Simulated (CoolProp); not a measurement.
Vapour-liquid equilibrium of fluoroethane (R161) (1) + R134a (2) at 25.45 °C; x and y are mole fractions of (1).

Model: multi-fluid Helmholtz-energy mixture model, Wu 2012 and Tillner-Roth 1994; pair parameters Bell 2016, in CoolProp.

```csv
x,bubble pressure (MPa),y at the bubble point,dew pressure at overall composition x (MPa),liquid density (mol/L)
0.05,(withheld),0.060,0.6815,(withheld)
0.2,0.7112,(withheld),0.7050,12.34
0.35,(withheld),0.406,0.7323,12.76
0.5,0.7804,0.565,(withheld),13.19
0.65,0.8220,0.713,0.8032,13.65
0.8,0.8681,(withheld),0.8509,14.12
0.95,0.9184,0.964,(withheld),(withheld)
```

Q: Some entries are withheld; supply them.

A: 
- 0.05, bubble pressure (MPa): 0.6829
- 0.05, liquid density (mol/L): 11.94
- 0.2, y at the bubble point: 0.236
- 0.35, bubble pressure (MPa): 0.7436
- 0.5, dew pressure at overall composition x (MPa): 0.7645
- 0.8, y at the bubble point: 0.847
- 0.95, dew pressure at overall composition x (MPa): 0.9116
- 0.95, liquid density (mol/L): 14.61

No azeotrope shows between x = 0.05 and 0.95.

The pair parameters rest on a limited set of measurements; away from them the model extrapolates.
